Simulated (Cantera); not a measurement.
Feed: 1 mol Si3N4, 1.7 mol H2O, at 12000 Pa.

Cantera equilibrium calculation (NASA polynomials, part measured and part estimated; ideal gas, pure solids and liquids). Candidate condensed phases: H2O, Si, SiO2, Si2N2O, Si3N4; 35 gas species. Mutual solubility and eutectic melting of coexisting phases are not modelled. The tables hold silica as quartz up to 1696 K and as liquid above; real silica turns to tridymite and cristobalite and melts near 1996 K. Rates play no part.

Q: At 1200 °C, list the 5 most abundant gas species with their mole fractions, and the condensed phases.

A: H2 0.750, N2 0.250, H2O 0.000169, H 3.16e-5, SiO 2.85e-5. Condensed: SiO2(β-quartz) + Si2N2O(s).
